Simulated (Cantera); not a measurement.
Feed: 1 mol Pb, 6.2 mol NH3, 25 mol H2, at 28.0 Pa.

Equilibrium computed with Cantera from the NASA thermochemical tables; the gas is ideal and each condensed phase is pure. Candidate condensed phases: Pb; 11 gas species. Rates play no part.

Problem. Which condensed phases are stable at each of these points (T (°C)): 400, 550, 700, 850, 1000, 1150, 1300?

Solution. 
| T (°C) | condensed phases | Pb condensed (%) |
|---|---|---|
| 400 | Pb(l) | 100.0 |
| 550 | Pb(l) | 98.2 |
| 700 | gas only | 0.0 |
| 850 | gas only | 0.0 |
| 1000 | gas only | 0.0 |
| 1150 | gas only | 0.0 |
| 1300 | gas only | 0.0 |

From 400 °C to 550 °C the condensed part is Pb(l). From 700 °C to 1300 °C nothing is condensed.
